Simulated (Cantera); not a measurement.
A perfectly stirred reactor is fed with 1.39 % C2H6, 98.6 % N2, at 100.0 Torr; it is held at 1800 K, and followed from long to short residence time.

Model: GRI-Mech 3.0 (53 species, 325 reactions), integrated in Cantera. GRI-Mech 3.0 stops at C3 and has no aromatics, soot or wall deposition, so with more carbon than oxygen in the feed, carbon stays in small species such as C2H2 where larger ones or solid carbon would form.

x: mole fraction; the columns are a selection and need not sum to one.

| τ (s) | x C2H6 | x C2H4 | x CH3 | x H | x HCN | x H2 |
|---|---|---|---|---|---|---|
| 0.37 | 2.84e-6 | 1.91e-5 | (withheld) | 0.000275 | 0.000320 | 0.0257 |
| 0.22 | 4.61e-6 | 2.90e-5 | (withheld) | 0.000298 | 0.000276 | 0.0255 |
| 0.13 | 7.52e-6 | 4.46e-5 | (withheld) | 0.000322 | 0.000236 | 0.0252 |
| 0.076 | 1.24e-5 | 6.94e-5 | (withheld) | 0.000349 | 0.000199 | 0.0249 |
| 0.045 | 2.02e-5 | 0.000107 | (withheld) | 0.000376 | 0.000167 | 0.0245 |
| 0.026 | 3.36e-5 | 0.000169 | (withheld) | 0.000406 | 0.000137 | 0.0240 |
| 0.016 | 5.27e-5 | 0.000251 | (withheld) | 0.000433 | 0.000113 | 0.0235 |
| 0.0091 | 8.88e-5 | 0.000397 | (withheld) | 0.000466 | 9.03e-5 | 0.0227 |

### Question
Complete the blanks.

### Answer

- 0.37, x CH3: 0.000144
- 0.22, x CH3: 0.000182
- 0.13, x CH3: 0.000232
- 0.076, x CH3: 0.000296
- 0.045, x CH3: 0.000377
- 0.026, x CH3: 0.000486
- 0.016, x CH3: 0.000609
- 0.0091, x CH3: 0.000795
